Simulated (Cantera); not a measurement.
A freely propagating, adiabatic, planar premixed flame of 43.3 % H2, 10.8 % O2, 40.7 % N2, 5.19 % H2O, unburnt at 673 K and 300 Torr; mixture-averaged transport, grid criteria slope 0.08 and curve 0.16, no radiation.

Model: the H2/O2 subset of GRI-Mech 3.0, which has no nitrogen chemistry, integrated in Cantera. Burning velocities carry a grid error of a few per cent, more on coarse grids.

Predict: laminar burning velocity; thermal thickness; peak x(HO2); peak x(H2O2); peak x(H); peak x(O).


- laminar burning velocity = 957 cm/s
- thermal thickness = 1.52 mm
- peak x(HO2) = 0.000116
- peak x(H2O2) = 1.76e-6
- peak x(H) = 0.106
- peak x(O) = 0.00466
